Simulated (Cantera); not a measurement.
Input: 1 mol Cr, 0.07 mol H₂O, at 775 °C and 9.70 bar.

These are equilibrium values from Cantera (NASA tables, ideal gas, pure condensed phases), not measurements of a reactor. Candidate condensed phases: Cr, Cr₂O₃, H₂O; 13 gas species. Mutual solubility and eutectic melting of coexisting phases are not modelled. Kinetics and transport are ignored.

### Question
What is the equilibrium state?

### Answer
* **x(H₂)**: 1.000
* **x(H₂O)**: 1.65e-5
* **n(Cr(s))**: 0.953 mol
* **n(Cr₂O₃(s))**: 0.0233 mol
* **gas amount**: 0.07000 mol
